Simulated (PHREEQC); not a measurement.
## Brackish or sea water: speciation

Model water analysis in mmol/kgw, 70 °C, pH 6.32: Na 196; K 3.69; Ca 1.67; Mg 18.2; Cl 233; S(6) 4.93; Alkalinity (meq/kgw) 0.016.

Cl is adjusted to close the charge balance.
Valence states are taken as typed.

The numbers come from PHREEQC with the Pitzer model, pitzer.dat.

Precipitation was switched off in this run.

Predict the activity of water, specific conductance, density.

activity of water 0.993; specific conductance 49200 µS/cm; density 0.987 g/cm³.

In which forms is C present?

HCO3- 61 %, CO2 39 % of the C.

Species that the database lacks are ignored. Constants without temperature data keep their 25 °C values here.
